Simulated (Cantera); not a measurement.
Charge: 1 mol SiCl4, 73 mol H2, at 5.48 Torr.

Cantera equilibrium calculation (NASA polynomials, part measured and part estimated; ideal gas, pure solids and liquids). Candidate condensed phases: Si; 19 gas species. Gases not in the tables: Si2H6 and higher silanes. The numbers say what is thermodynamically allowed, not how fast it happens.

Which condensed phases are stable at each of these points (T (K)): 1248, 1298, 1348, 1398, 1448, 1498, 1548, 1598, 1648, 1698, 1748?


| T (K) | condensed phases | Si condensed (%) |
|---|---|---|
| 1248 | Si(s) | 60.6 |
| 1298 | Si(s) | 60.1 |
| 1348 | Si(s) | 59.1 |
| 1398 | Si(s) | 58.1 |
| 1448 | Si(s) | 57.0 |
| 1498 | Si(s) | 56.0 |
| 1548 | Si(s) | 54.9 |
| 1598 | Si(s) | 53.9 |
| 1648 | Si(s) | 52.7 |
| 1698 | Si(l) | 51.8 |
| 1748 | Si(l) | 52.8 |

From 1248 K to 1648 K the condensed part is Si(s). From 1698 K to 1748 K the condensed part is Si(l).
